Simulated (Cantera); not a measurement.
Charge: 1 mol CuO, 0.78 mol H₂, 65 mol N₂, at 452 °C and 0.0133 bar.

These are equilibrium values from Cantera (NASA tables, ideal gas, pure condensed phases), not measurements of a reactor. Candidate condensed phases: Cu, CuO, Cu(OH)₂, Cu₂O, H₂O; 27 gas species. Equilibrium is a limit: real reactors are often held back by kinetics, nucleation or transport.

Base state: N₂ 0.988, H₂O 0.0119 (mole fractions); condensed: Cu(s) + Cu₂O(s).

What changes in the equilibrium state with this change: temperature from 452 °C to 1277 °C?


| species | before | after |
|---|---|---|
| N₂ | 0.988 | 0.985 |
| H₂O | 0.0119 | 0.0118 |
| O₂ | <1e-9 | 0.00159 |
| Cu | <1e-9 | 0.00139 |
| NO | <1e-9 | 0.000151 |
| OH | <1e-9 | 3.55e-5 |
| Cu(s), mol | 0.560 | 0 |
| Cu₂O(s), mol | 0.220 | 0 |
| Cu(l), mol | 0 | 0.908 |
